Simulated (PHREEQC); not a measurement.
A made-up water analysis in mg/L, 9.7 °C, pH 5.78, pe 9.2:

| constituent | mg/L |
|---|---|
| Na | 0.0107 |
| K | 0.00206 |
| Ca | 0.0272 |
| Mg | 0.0124 |
| Cl | 0.0086 |
| S(6) as SO4 | 0.0292 |
| Alkalinity as HCO3 | 0.129 |
| Cu(2) | 0.00322 |

Valence states are taken as typed.

Model: ion-association model, wateq4f.dat, run in PHREEQC.

No solid was allowed to form.

Task: Estimate the ionic strength, charge-balance error.

Result: ionic strength 6.19e-6 mol/kgw; charge-balance error 0.3 %.

Task: In which forms is C present?

Result: CO2 83 %, HCO3- 17 % of the C.

Away from 25 °C the constants follow the database's enthalpies or fits; those with neither stay at their 25 °C values.
